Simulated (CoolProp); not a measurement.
Model: reference Helmholtz-energy equation of state, Wagner 2002, in CoolProp.

### Question
Give the vapour pressure (MPa), liquid cp (kJ/(kg K)), vapour Z, liquid viscosity (µPa s) of saturated water at 472.5, 476, 489.9 K.

### Answer
```
T (K)  p (MPa)  liquid cp (kJ/(kg K))  vapour Z  liquid viscosity (µPa s)
-----  -------  ---------------------  --------  ------------------------
472.5     1.53                   4.49     0.907                       135
476       1.65                   4.51     0.902                       133
489.9     2.18                   4.59     0.882                       124
```

Viscosity comes from a separate model (Huber 2009).
